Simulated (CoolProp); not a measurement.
Saturated liquid density (kg/m³) of octamethyltrisiloxane (MDM): the reference equation beside estimates from Tc = 292.2 °C, pc = 1438 kPa, ω = 0.528. Rackett uses Z = 0.29056 − 0.08775 ω.

The numbers come from the reference Helmholtz-energy equation of state, Thol 2017 in CoolProp.

| T (°C) | reference | Rackett | van der Waals | Soave-Redlich-Kwong |
|---|---|---|---|---|
| 143.85 | 685.9 | 775.0 | 398.8 | 625.4 |
| 153.15 | 674.3 | 761.5 | 392.3 | 614.2 |
| 162.45 | 662.4 | 747.5 | 385.6 | 602.3 |
| 171.75 | 650.1 | 733.1 | 378.6 | 589.7 |
| 181.05 | 637.3 | 718.2 | 371.3 | 576.4 |
| 190.35 | 624.0 | 702.7 | 363.6 | 562.2 |
| 199.75 | 610.0 | 686.3 | 355.5 | 546.8 |
| 209.05 | 595.3 | 669.3 | 347.1 | 530.5 |

Absolute difference from the reference over all 8 rows, mean and median: Rackett 12.7 and 12.7 %, van der Waals 41.8 and 41.8 %, Soave-Redlich-Kwong 9.6 and 9.4 %.
